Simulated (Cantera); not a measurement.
Input (Python, Cantera):

```python
import numpy as np
import cantera as ct

gas = ct.Solution("gri30.yaml")
gas.TPX = 575, 500000, {'CH4': 1, 'O2': 1.67, 'N2': 6.27, 'CO2': 0.0095}
inlet = ct.Reservoir(gas, clone=True)
gas.equilibrate("HP")  # start burning
reactor = ct.IdealGasConstPressureReactor(gas, energy="on", clone=False)
exhaust = ct.Reservoir(gas, clone=True)
tau = [0.073, 0.037, 0.019, 0.0096, 0.0049, 0.0025, 0.0013, 0.00064, 0.00032, 0.00016, 8.3e-05, 4.2e-05][0]
for a, b in ((inlet, reactor), (reactor, exhaust)):
    ct.MassFlowController(a, b, mdot=lambda t: reactor.mass / tau)
net = ct.ReactorNet([reactor])
show = ['CH4', 'O2', 'C2H', 'CH2CO', 'CH3', 'HCN']

rows = []
print(f"{'tau/s':>10s}{'T/K':>9s}" + "".join(f"{s:>11s}" for s in show))
for tau in [0.073, 0.037, 0.019, 0.0096, 0.0049, 0.0025, 0.0013, 0.00064, 0.00032, 0.00016, 8.3e-05, 4.2e-05]:
    net.initial_time = 0.0
    net.advance(30 * tau)
    before = gas.X
    net.advance(40 * tau)
    drift = np.max(np.abs(gas.X - before) / (gas.X + 1e-9))
    rows.append([gas.T, *gas[show].X, drift])
    print(f"{tau:10.3e}{gas.T:9.1f}" + "".join(f"{x:11.3e}" for x in gas[show].X))
```

It prints:

```
     tau/s      T/K        CH4         O2        C2H      CH2CO        CH3        HCN
 7.300e-02   2328.8  7.168e-06  1.177e-04  3.083e-11  1.143e-08  3.634e-06  1.116e-06
 3.700e-02   2326.9  1.212e-05  1.559e-04  9.167e-11  2.125e-08  6.411e-06  1.995e-06
 1.900e-02   2324.1  1.915e-05  2.191e-04  2.432e-10  3.789e-08  1.069e-05  3.349e-06
 9.600e-03   2319.9  2.894e-05  3.252e-04  5.972e-10  6.611e-08  1.721e-05  5.361e-06
 4.900e-03   2313.9  4.181e-05  4.923e-04  1.323e-09  1.103e-07  2.643e-05  8.043e-06
 2.500e-03   2305.6  5.939e-05  7.530e-04  2.741e-09  1.781e-07  3.947e-05  1.147e-05
 1.300e-03   2294.6  8.391e-05  1.139e-03  5.347e-09  2.781e-07  5.753e-05  1.552e-05
 6.400e-04   2278.7  1.252e-04  1.775e-03  1.085e-08  4.494e-07  8.664e-05  2.072e-05
 3.200e-04   2258.0  1.932e-04  2.723e-03  2.190e-08  7.391e-07  1.316e-04  2.665e-05
 1.600e-04   2231.0  3.168e-04  4.178e-03  4.589e-08  1.311e-06  2.074e-04  3.360e-05
 8.300e-05   2197.4  5.508e-04  6.394e-03  9.903e-08  2.605e-06  3.392e-04  4.169e-05
 4.200e-05   2144.6  1.182e-03  1.090e-02  2.543e-07  7.512e-06  6.520e-04  5.200e-05
```

Detailed kinetics in Cantera: GRI-Mech 3.0 (53 species, 325 reactions).
